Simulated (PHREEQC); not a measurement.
Solution (20 °C): 36 mmol/kgw HF, 0.14 mmol/kgw H2SiF6 and 160 mmol/kgw HCl. Closed to the air; pH follows from the charge balance.

All values are PHREEQC results (ion-association model, wateq4f.dat), not measurements.

```
quantity                    before     after
------------------------  --------  --------
pH                            0.89      2.78
ionic strength (mol/kgw)     0.161   0.00172
HF (mol/kgw)                0.0299  0.000251
H2F2 (mol/kgw)             0.00289   1.96e-7
F- (mol/kgw)              0.000240  0.000117
HF2- (mol/kgw)             2.75e-5   1.08e-7
SI of Quartz (SiO2)          -4.58     -1.80
```

Task: Name the change that produced these shifts.
(A) HF from 0.036 to 0.072 mol/kgw
(B) HCl left out
(C) diluted 100-fold with water
(D) diluted 10-fold with water
(E) 0.07 mol/kgw H2SO4 added

Result: C, diluted 100-fold with water

This is a speciation only: nothing precipitates in the calculation. wateq4f.dat counts part of the HF as a dimer, H2F2, which phreeqc.dat doesn't know; its constant is uncertain. SiF6-2 is the database's only silicon fluoride.
